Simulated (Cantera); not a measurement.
Cantera run, input and output.

```python
import numpy as np
import cantera as ct

gas = ct.Solution("gri30.yaml")


def delay(T, t_max=10):
    gas.TPX = T, 200000, {'CH4': 1, 'O2': 1.82, 'N2': 6.84, 'H2O': 0.11}
    reactor = ct.IdealGasConstPressureReactor(gas, clone=False)
    net = ct.ReactorNet([reactor])
    net.rtol, net.atol = 1e-8, 1e-16
    while net.time < t_max:
        t_old, T_old = net.time, reactor.T
        net.step()
        if reactor.T > T + 400:  # ignition: a rise of 400 K
            return t_old + (T + 400 - T_old) / (reactor.T - T_old) * (net.time - t_old)
    return np.nan


taus = []
for T in [1198, 1298, 1398, 1498, 1598, 1698]:
    taus.append(delay(T))
    print(f"T0 = {T:6g} K   tau = {taus[-1]:.4e} s")
```

Output:

```
T0 =   1198 K   tau = 2.7325e-02 s
T0 =   1298 K   tau = 7.3905e-03 s
T0 =   1398 K   tau = 2.2406e-03 s
T0 =   1498 K   tau = 7.5749e-04 s
T0 =   1598 K   tau = 2.8915e-04 s
T0 =   1698 K   tau = 1.2583e-04 s
```

Detailed kinetics in Cantera: GRI-Mech 3.0 (53 species, 325 reactions).
